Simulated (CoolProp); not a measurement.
C3F8 (R218) along the isobar 29.4 bar: Z from the reference equation and from simpler models built on Tc = 71.9 °C, pc = 26.40 bar, ω = 0.317; each cubic takes its own stable root.

Values from CoolProp's reference Helmholtz-energy equation of state, Lemmon 2006. It is a short technical equation, of lower accuracy than the large ones.

| T (°C) | phase | reference | van der Waals | Soave-Redlich-Kwong |
|---|---|---|---|---|
| 70.55 | liquid | 0.2022 | 0.2951 | 0.2453 |
| 75.35 | supercritical | 0.2435 | 0.3163 | 0.2967 |
| 80.05 | supercritical | 0.4168 | 0.3674 | 0.4464 |
| 84.75 | supercritical | 0.5002 | 0.4732 | 0.5243 |
| 89.45 | supercritical | 0.5534 | 0.5320 | 0.5740 |
| 94.15 | supercritical | 0.5937 | 0.5711 | 0.6120 |
| 98.95 | supercritical | 0.6272 | 0.6020 | 0.6438 |
| 103.65 | supercritical | 0.6549 | 0.6269 | 0.6703 |
| 108.35 | supercritical | 0.6789 | 0.6483 | 0.6934 |
| 113.05 | supercritical | 0.7001 | 0.6671 | 0.7140 |
| 117.75 | supercritical | 0.7191 | 0.6838 | 0.7324 |
| 122.45 | supercritical | 0.7362 | 0.6990 | 0.7492 |
| 127.25 | supercritical | 0.7521 | 0.7130 | 0.7648 |
| 131.95 | supercritical | 0.7663 | 0.7257 | 0.7788 |
